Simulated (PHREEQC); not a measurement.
0.51 g of hydrous ferric oxide (600 m²/g; 0.2 weak and 0.005 strong sites per Fe, Dzombak-Morel constants, diffuse double layer) in 1 kg of water with 0.01 mol/kgw of an inert sodium salt, at 25 °C; the pH is set by adding NaOH or the inert anion's acid. Oxygen alone is held at its pressure in air (log pO2 = -0.68). No CO2 enters from the air. No solid was allowed to form.

Base run: PHREEQC, ion-association model, wateq4f.dat. Each further column changes one thing. The table gives surface charge σ (C/m²).

```json
[
 {"pH": "4", "base": "0.217", "background salt from 0.01 to 0.001 mol/kgw": "0.123", "oxide from 0.51 to 2.5 g/kgw": "0.224", "0.0028 mol/kgw Na2SeO4 added": "0.029"},
 {"pH": "5", "base": "0.114", "background salt from 0.01 to 0.001 mol/kgw": "0.052", "oxide from 0.51 to 2.5 g/kgw": "0.116", "0.0028 mol/kgw Na2SeO4 added": "0.027"},
 {"pH": "6", "base": "0.050", "background salt from 0.01 to 0.001 mol/kgw": "0.019", "oxide from 0.51 to 2.5 g/kgw": "0.050", "0.0028 mol/kgw Na2SeO4 added": "0.021"},
 {"pH": "6.5", "base": "0.030", "background salt from 0.01 to 0.001 mol/kgw": "0.011", "oxide from 0.51 to 2.5 g/kgw": "0.031", "0.0028 mol/kgw Na2SeO4 added": "0.017"},
 {"pH": "7.5", "base": "0.008", "background salt from 0.01 to 0.001 mol/kgw": "0.003", "oxide from 0.51 to 2.5 g/kgw": "0.008", "0.0028 mol/kgw Na2SeO4 added": "0.007"},
 {"pH": "8.5", "base": "-0.005", "background salt from 0.01 to 0.001 mol/kgw": "-0.002", "oxide from 0.51 to 2.5 g/kgw": "-0.005", "0.0028 mol/kgw Na2SeO4 added": "-0.007"},
 {"pH": "9.5", "base": "-0.024", "background salt from 0.01 to 0.001 mol/kgw": "-0.009", "oxide from 0.51 to 2.5 g/kgw": "-0.024", "0.0028 mol/kgw Na2SeO4 added": "-0.031"},
 {"pH": "10", "base": "-0.040", "background salt from 0.01 to 0.001 mol/kgw": "-0.016", "oxide from 0.51 to 2.5 g/kgw": "-0.041", "0.0028 mol/kgw Na2SeO4 added": "-0.051"},
 {"pH": "11", "base": "-0.100", "background salt from 0.01 to 0.001 mol/kgw": "-0.055", "oxide from 0.51 to 2.5 g/kgw": "-0.101", "0.0028 mol/kgw Na2SeO4 added": "-0.119"},
 {"pH": "12", "base": "-0.229", "background salt from 0.01 to 0.001 mol/kgw": "-0.201", "oxide from 0.51 to 2.5 g/kgw": "-0.233", "0.0028 mol/kgw Na2SeO4 added": "-0.246"}
]
```
